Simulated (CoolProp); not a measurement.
Properties of methanol at several states.

The numbers come from the reference Helmholtz-energy equation of state, de Reuck 1993 in CoolProp.

```
T (K)  p (kPa)   phase  cp (kJ/(kg K))  cv (kJ/(kg K))  isothermal compressibility (1/MPa)  expansivity (1/kK)  conductivity (mW/(m K))
-----  -------  ------  --------------  --------------  ----------------------------------  ------------------  -----------------------
584.1      150     gas           2.076           1.813                               6.690               1.730                     50.4
298.7    46500  liquid           2.501           2.106                           0.0008128              0.9406                      221
217.3     18.7  liquid           2.233           1.794                           0.0007417               1.138                      215
```

Thermal conductivity comes from a separate model (Sykioti 2013).
